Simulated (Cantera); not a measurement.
What does this Cantera script print?

```python
import numpy as np
import cantera as ct

gas = ct.Solution("h2o2.yaml")
gas.TPX = 423, 100000, {'H2': 1, 'O2': 0.217, 'N2': 0.826}
flame = ct.FreeFlame(gas, width=0.04)
flame.set_refine_criteria(ratio=3, slope=0.08, curve=0.16)
flame.transport_model = "mixture-averaged"
flame.solve(loglevel=0, auto=True)
z, T = flame.grid, flame.T
thick = (T[-1] - T[0]) / np.gradient(T, z).max()
show = ['H2', 'O2', 'HO2', 'O', 'H', 'H2O']
print(f"laminar burning velocity  {flame.velocity[0] * 100:.3f} cm/s")
print(f"burnt temperature         {T[-1]:.1f} K")
print(f"thermal thickness         {thick * 1e3:.4f} mm")
print(f"grid points               {len(z)}")
z0 = z[flame.heat_release_rate.argmax()]
print(f"{'z/mm':>9s}{'T/K':>9s}{'u/(m/s)':>9s}" + "".join(f"{s:>11s}" for s in show))
rows = []
for k in (-3, -2, -1.5, -1, -0.5, -0.25, 0, 0.25, 0.5, 1, 2, 4, 8):
    zz = z0 + k * thick
    rows.append([k * thick, np.interp(zz, z, T), np.interp(zz, z, flame.velocity),
                 *(np.interp(zz, z, flame.X[gas.species_index(s)]) for s in show)])
    print(f"{rows[-1][0] * 1e3:9.3f}{rows[-1][1]:9.1f}{rows[-1][2]:9.3f}" + "".join(f"{x:11.3e}" for x in rows[-1][3:]))
```

Result:

```
laminar burning velocity  477.306 cm/s
burnt temperature         2035.1 K
thermal thickness         0.3982 mm
grid points               128
     z/mm      T/K  u/(m/s)         H2         O2        HO2          O          H        H2O
   -1.195    423.0    4.773  4.895e-01  1.062e-01  3.852e-13  4.185e-14  2.708e-16  1.262e-12
   -0.796    423.0    4.773  4.895e-01  1.062e-01  3.913e-11  3.239e-12  2.151e-14  1.081e-10
   -0.597    423.0    4.773  4.895e-01  1.062e-01  1.024e-09  6.401e-11  4.576e-13  2.458e-09
   -0.398    423.1    4.774  4.894e-01  1.062e-01  1.698e-07  5.032e-09  3.473e-10  2.951e-07
   -0.199    458.6    5.131  4.839e-01  1.066e-01  2.760e-04  7.566e-06  8.792e-05  1.088e-03
   -0.100    744.4    8.093  4.487e-01  9.896e-02  1.936e-04  2.107e-04  6.545e-03  2.495e-02
    0.000   1133.0   11.997  3.705e-01  6.865e-02  7.453e-05  1.713e-03  3.513e-02  9.314e-02
    0.100   1393.7   14.666  2.949e-01  2.396e-02  2.393e-05  2.151e-03  6.504e-02  1.790e-01
    0.199   1512.6   15.868  2.688e-01  5.370e-03  5.152e-06  1.023e-03  7.247e-02  2.155e-01
    0.398   1615.3   16.847  2.679e-01  4.421e-04  4.099e-07  4.809e-04  6.513e-02  2.264e-01
    0.796   1716.6   17.777  2.764e-01  1.284e-04  1.285e-07  3.413e-04  5.156e-02  2.288e-01
    1.593   1813.2   18.642  2.852e-01  7.652e-05  8.016e-08  2.124e-04  3.778e-02  2.309e-01
    3.185   1895.6   19.363  2.929e-01  3.861e-05  4.437e-08  1.095e-04  2.567e-02  2.330e-01
```

Computed with Cantera and the H2/O2 subset of GRI-Mech 3.0, which has no nitrogen chemistry. Burning velocities carry a grid error of a few per cent, more on coarse grids.
